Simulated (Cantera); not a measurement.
Input: 1 mol C3H8, 0.58 mol CO2, at 1 atm.

Equilibrium computed with Cantera from the NASA thermochemical tables; the gas is ideal and each condensed phase is pure. Candidate condensed phases: C, C6H6, C7H8, C8H18, H2O; 131 gas species. Ions and electrons are included (thermal ionisation). Equilibrium is a limit: real reactors are often held back by kinetics, nucleation or transport.

Q: At 4727 °C, list the 7 most abundant gas species with their mole fractions, and the condensed phases.

A: H 0.695, C 0.163, CO 0.105, C2 0.0180, H2 0.0118, C3 0.00482, C2H 0.00171. Condensed: gas only.
